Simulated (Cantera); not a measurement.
Gas activation for diamond growth

A perfectly stirred reactor is fed with CH4 : H2 : H = 0.021 : 1 : 0.12 (molar parts), at 97.5 Torr; it is held at 2075 K, and followed from long to short residence time.

Detailed kinetics in Cantera: GRI-Mech 3.0 (53 species, 325 reactions). GRI-Mech 3.0 stops at C3 and has no aromatics, soot or wall deposition, so with more carbon than oxygen in the feed, carbon stays in small species such as C2H2 where larger ones or solid carbon would form.

```csv
τ (s),x CH4,x H2,x H,x CH3,x C2H,x C2H4,x C2H6
6.2,0.000320,0.983,0.00755,4.79e-5,1.71e-6,5.32e-6,1.45e-9
1.9,0.000528,0.982,0.00779,8.14e-5,1.74e-6,5.27e-6,3.98e-9
0.57,0.000869,0.982,0.00832,0.000143,1.82e-6,5.28e-6,1.15e-8
0.18,0.00132,0.980,0.00936,0.000244,1.99e-6,5.52e-6,2.98e-8
0.053,0.00180,0.978,0.0117,0.000417,2.40e-6,6.39e-6,6.99e-8
0.016,0.00200,0.972,0.0167,0.000664,3.33e-6,8.17e-6,1.23e-7
0.0050,0.00183,0.963,0.0262,0.000952,5.20e-6,1.05e-5,1.55e-7
0.0015,0.00161,0.948,0.0409,0.00130,8.05e-6,1.35e-5,1.77e-7
0.00046,0.00177,0.934,0.0548,0.00188,1.03e-5,2.04e-5,2.68e-7
0.00014,0.00246,0.922,0.0656,0.00302,1.07e-5,3.71e-5,5.65e-7
```
x: mole fraction; the columns are a selection and need not sum to one.
